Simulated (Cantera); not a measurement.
A perfectly stirred reactor is fed with 0.343 % H₂, 31.1 % O₂, 68.5 % N₂, at 18.8 Torr; it is held at 1423 K, and followed from long to short residence time.

Model: GRI-Mech 3.0 (53 species, 325 reactions), integrated in Cantera. Radical loss at walls, strong at low pressure, is not modelled.

Problem. Predict: x(H₂) at τ = 0.410 s; x(O₂) at τ = 0.410 s; x(NO) at τ = 0.410 s; x(H₂O₂) at τ = 0.410 s; x(OH) at τ = 0.410 s; x(H₂) at τ = 13.0 ms; x(O₂) at τ = 13.0 ms; x(NO) at τ = 13.0 ms; x(H₂O₂) at τ = 13.0 ms; x(OH) at τ = 13.0 ms.

Solution. 
```
Property                   Value
----------------------  --------
x(H₂) at τ = 0.410 s     1.93e-5
x(O₂) at τ = 0.410 s       0.309
x(NO) at τ = 0.410 s     1.70e-7
x(H₂O₂) at τ = 0.410 s   3.73e-9
x(OH) at τ = 0.410 s    0.000365
x(H₂) at τ = 13.0 ms    0.000220
x(O₂) at τ = 13.0 ms       0.308
x(NO) at τ = 13.0 ms     6.99e-9
x(H₂O₂) at τ = 13.0 ms   7.06e-9
x(OH) at τ = 13.0 ms    0.000613
```
